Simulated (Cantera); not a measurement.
A Cantera script and its output.

```python
import numpy as np
import cantera as ct

gas = ct.Solution("gri30.yaml")
gas.TPX = 1850, 100000, {'CH4': 1, 'N2': 130}
inlet = ct.Reservoir(gas, clone=True)

reactor = ct.IdealGasConstPressureReactor(gas, energy="off", clone=False)
exhaust = ct.Reservoir(gas, clone=True)
tau = [0.74, 0.44, 0.26, 0.16, 0.092, 0.055, 0.033, 0.019, 0.012, 0.0068][0]
for a, b in ((inlet, reactor), (reactor, exhaust)):
    ct.MassFlowController(a, b, mdot=lambda t: reactor.mass / tau)
net = ct.ReactorNet([reactor])
show = ['CH4', 'CH2', 'HCN', 'CH3', 'C2H4']

rows = []
print(f"{'tau/s':>10s}{'T/K':>9s}" + "".join(f"{s:>11s}" for s in show))
for tau in [0.74, 0.44, 0.26, 0.16, 0.092, 0.055, 0.033, 0.019, 0.012, 0.0068]:
    net.initial_time = 0.0
    net.advance(30 * tau)
    before = gas.X
    net.advance(40 * tau)
    drift = np.max(np.abs(gas.X - before) / (gas.X + 1e-9))
    rows.append([gas.T, *gas[show].X, drift])
    print(f"{tau:10.3e}{gas.T:9.1f}" + "".join(f"{x:11.3e}" for x in gas[show].X))
```

Result:

```
     tau/s      T/K        CH4        CH2        HCN        CH3       C2H4
 7.400e-01   1850.0  2.557e-04  1.393e-07  2.256e-04  2.513e-05  1.814e-06
 4.400e-01   1850.0  3.351e-04  1.776e-07  1.682e-04  3.261e-05  2.619e-06
 2.600e-01   1850.0  4.404e-04  2.257e-07  1.233e-04  4.235e-05  3.995e-06
 1.600e-01   1850.0  5.666e-04  2.795e-07  9.133e-05  5.379e-05  6.095e-06
 9.200e-02   1850.0  7.546e-04  3.531e-07  6.387e-05  7.039e-05  1.010e-05
 5.500e-02   1850.0  9.834e-04  4.340e-07  4.506e-05  8.999e-05  1.634e-05
 3.300e-02   1850.0  1.275e-03  5.259e-07  3.127e-05  1.142e-04  2.640e-05
 1.900e-02   1850.0  1.678e-03  6.361e-07  2.052e-05  1.464e-04  4.399e-05
 1.200e-02   1850.0  2.093e-03  7.333e-07  1.406e-05  1.784e-04  6.636e-05
 6.800e-03   1850.0  2.716e-03  8.521e-07  8.418e-06  2.240e-04  1.070e-04
```

Computed with Cantera and GRI-Mech 3.0 (53 species, 325 reactions). GRI-Mech 3.0 stops at C3 and has no aromatics, soot or wall deposition, so with more carbon than oxygen in the feed, carbon stays in small species such as C2H2 where larger ones or solid carbon would form.
